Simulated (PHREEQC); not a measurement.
## Metal-bearing waste water: speciation

A solution holds 13 mmol/kgw Al2(SO4)3, 0.62 mmol/kgw CuCl2 and 0.07 mmol/kgw NaF, at 25 °C. Closed to the air; pH follows from the charge balance.

The numbers come from PHREEQC with the ion-association model, wateq4f.dat.

Each row changes one thing in this solution. Precipitation was switched off in this run.

```json
[
 {"case": "as made", "pH": "3.99", "ionic strength (mol/kgw)": "0.0553", "AlSO4+ (mol/kgw)": "0.0187", "SO4-2 (mol/kgw)": "0.0131", "Al+3 (mol/kgw)": "0.00357", "Al(SO4)2- (mol/kgw)": "0.00347", "SI of Boehmite (AlOOH)": "+0.31", "SI of Gibbsite (Al(OH)3)": "+0.79"},
 {"case": "diluted 2-fold with water", "pH": "(withheld)", "ionic strength (mol/kgw)": "0.0315", "AlSO4+ (mol/kgw)": "0.00945", "SO4-2 (mol/kgw)": "0.00755", "Al+3 (mol/kgw)": "0.00219", "Al(SO4)2- (mol/kgw)": "0.00118", "SI of Boehmite (AlOOH)": "+0.34", "SI of Gibbsite (Al(OH)3)": "+0.82"},
 {"case": "CuCl2 replaced by Cu(NO3)2 at the same molality", "pH": "3.99", "ionic strength (mol/kgw)": "0.0553", "AlSO4+ (mol/kgw)": "0.0187", "SO4-2 (mol/kgw)": "0.0131", "Al+3 (mol/kgw)": "0.00357", "Al(SO4)2- (mol/kgw)": "0.00347", "SI of Boehmite (AlOOH)": "+0.31", "SI of Gibbsite (Al(OH)3)": "+0.79"},
 {"case": "CuCl2 left out", "pH": "4.00", "ionic strength (mol/kgw)": "0.0537", "AlSO4+ (mol/kgw)": "0.0187", "SO4-2 (mol/kgw)": "0.0131", "Al+3 (mol/kgw)": "0.00348", "Al(SO4)2- (mol/kgw)": "0.00352", "SI of Boehmite (AlOOH)": "+0.32", "SI of Gibbsite (Al(OH)3)": "+0.79"},
 {"case": "Al2(SO4)3 from 0.013 to 0.026 mol/kgw", "pH": "3.95", "ionic strength (mol/kgw)": "0.0959", "AlSO4+ (mol/kgw)": "0.0362", "SO4-2 (mol/kgw)": "0.0222", "Al+3 (mol/kgw)": "0.00587", "Al(SO4)2- (mol/kgw)": "0.00961", "SI of Boehmite (AlOOH)": "+0.28", "SI of Gibbsite (Al(OH)3)": "+0.76"},
 {"case": "diluted 10-fold with water", "pH": "(withheld)", "ionic strength (mol/kgw)": "0.00873", "AlSO4+ (mol/kgw)": "0.00169", "SO4-2 (mol/kgw)": "0.00204", "Al+3 (mol/kgw)": "0.000752", "Al(SO4)2- (mol/kgw)": "7.45e-5", "SI of Boehmite (AlOOH)": "+0.44", "SI of Gibbsite (Al(OH)3)": "+0.92"},
 {"case": "CuCl2 from 0.00062 to 0.0062 mol/kgw", "pH": "3.96", "ionic strength (mol/kgw)": "0.0703", "AlSO4+ (mol/kgw)": "0.0184", "SO4-2 (mol/kgw)": "0.0125", "Al+3 (mol/kgw)": "0.00429", "Al(SO4)2- (mol/kgw)": "0.00304", "SI of Boehmite (AlOOH)": "+0.24", "SI of Gibbsite (Al(OH)3)": "+0.71"}
]
```

Fill in the missing entries.


- diluted 2-fold with water, pH: 4.04
- diluted 10-fold with water, pH: 4.16

Species that the database lacks are ignored. Some of these states are supersaturated (in Basaluminite, Gibbsite (slow to form), for instance). Fluoro complexes past AlF4- and FeF3 are missing from the database.
